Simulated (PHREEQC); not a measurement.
Buffer: speciation

Make-up at 25 °C: 26 mmol/kgw NaHSO4, 170 mmol/kgw NaF and 170 mmol/kgw KCl. Closed to the air; pH follows from the charge balance.

Equilibrium calculation in PHREEQC: ion-association model, phreeqc.dat.

| Item | Result |
|---|---|
| pH | 3.83 |
| ionic strength | 0.369 mol/kgw |
| activity of water | 0.988 |
| specific conductance | 32500 µS/cm |
| density | 1.014 g/cm³ |
| total alkalinity | -26.0 meq/kg |

| species | molality | activity | log γ |
|---|---|---|---|
| Na+ | 0.186 | 0.135 | -0.141 |
| Cl- | 0.170 | 0.114 | -0.173 |
| K+ | 0.166 | 0.110 | -0.177 |
| F- | 0.130 | 0.0853 | -0.182 |
| SO4-2 | 0.0176 | 0.00407 | -0.635 |
| HF | 0.0173 | 0.0188 | 0.037 |
| HF2- | 0.00843 | 0.00616 | -0.136 |
| NaF | 0.00607 | 0.00660 | 0.037 |
| KSO4- | 0.00445 | 0.00315 | -0.149 |
| NaSO4- | 0.00388 | 0.00275 | -0.149 |
| H+ | 0.000190 | 0.000147 | -0.111 |
| HSO4- | 7.99e-5 | 5.84e-5 | -0.136 |

No solid was allowed to form.
